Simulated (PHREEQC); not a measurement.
**Phosphoric acid bath: an equilibrium model**

Make-up at 80 °C: 0.18 mol H3PO4 and 0.035 mol HNO3 per kg of water. Closed to the air; pH follows from the charge balance.

Computed with PHREEQC (ion-association model, phreeqc.dat).

This is a speciation only: nothing precipitates in the calculation.

Task: What pH does the model give?

Result: pH 1.35.

Task: In which forms is P present?

Result: H3PO4 90 %, H2PO4- 9.9 % of the P.

Complexes and solids missing from the database can't appear. Away from 25 °C the constants follow the database's enthalpies or fits; those with neither stay at their 25 °C values.
